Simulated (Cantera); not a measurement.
Input (Python, Cantera) and output of one run.

```python
import numpy as np
import cantera as ct

gas_names = [...]  # 45 gases of nasa_gas.yaml made of Al, Cl, H, N, O
cond_names = """
    AL(cr) AL(L) ALCL3(s) ALCL3(L) ALN(s) AL2O3(a) AL2O3(L) H2O(s) H2O(L) NH4CL(a) NH4CL(b)
""".split()


# ... load() reads the species with a 1 bar reference pressure and builds the phases ...
atoms = {
    'AlN': {'AL': 1, 'N': 1},
    'Cl2': {'CL': 2},
    'O2': {'O': 2},
    'H2O': {'H': 2, 'O': 1},
}
top_T = {'ALN(s)': 2750}  # K; cautious upper limits of use, not melting points


# ... equilibrate(T, P, feed) seeds the gas with the atoms and calls Mixture.equilibrate('TP', solver="vcs", rtol=1e-11, max_steps=5000) ...
results = []
feed = {'AlN': 1, 'Cl2': 0.54, 'O2': 0.029, 'H2O': 0.66}  # mol
P = 210000  # Pa
for T in [1123, 1173, 1223, 1273, 1323, 1373, 1423, 1473, 1523, 1573, 1623]:
    mix = equilibrate(T, P, feed)
    results.append((T, P, feed, dict(zip(mix.species_names, mix.species_moles))))

top = {s: max(r[3][s] / sum(r[3][g] for g in gas_names) for r in results) for s in gas_names}
cols = sorted((s for s in top if top[s] > 0.001), key=lambda s: -top[s])[:6]
seen = [c for c in cond_names if any(r[3].get(c, 0) > 1e-12 for r in results)]
print("log10 of partial pressures in bar; condensed amounts in mol")
print(f"{'T/K':>10s}" + "".join(f"{s[:9]:>10s}" for s in cols + seen))
for T, P, feed, n in results:
    ng = sum(n[g] for g in gas_names)
    print(f"{T:10.4g}" + "".join(f"{np.log10(max(n[s] / ng * P / 1e5, 1e-99)):10.3f}" for s in cols)
          + "".join(f"{n.get(c, 0):10.4g}" for c in seen))
```

It prints:

```
log10 of partial pressures in bar; condensed amounts in mol
       T/K        H2        N2     ALCL3       HCL     ALCL2    AL2CL6    ALN(s)  AL2O3(a)
      1123    -0.081    -0.245    -0.368    -0.572    -4.889    -2.390    0.2224    0.2393
      1173    -0.080    -0.245    -0.363    -0.580    -4.470    -2.605    0.2214    0.2393
      1223    -0.079    -0.245    -0.360    -0.587    -4.087    -2.803    0.2205    0.2393
      1273    -0.078    -0.244    -0.358    -0.593    -3.735    -2.985    0.2196    0.2393
      1323    -0.077    -0.244    -0.357    -0.599    -3.410    -3.152    0.2187    0.2393
      1373    -0.076    -0.244    -0.356    -0.605    -3.110    -3.307    0.2179    0.2393
      1423    -0.076    -0.243    -0.355    -0.611    -2.831    -3.451     0.217    0.2393
      1473    -0.075    -0.243    -0.355    -0.616    -2.573    -3.584     0.216    0.2393
      1523    -0.075    -0.243    -0.355    -0.621    -2.332    -3.710    0.2149    0.2393
      1573    -0.074    -0.242    -0.357    -0.626    -2.108    -3.829    0.2134    0.2393
      1623    -0.075    -0.242    -0.360    -0.631    -1.899    -3.943    0.2112    0.2393
```

These are equilibrium values from Cantera (NASA tables, ideal gas, pure condensed phases), not measurements of a reactor. Mutual solubility and eutectic melting of coexisting phases are not modelled. The tables' values for AlCl2 are old estimates; treat these amounts as uncertain.
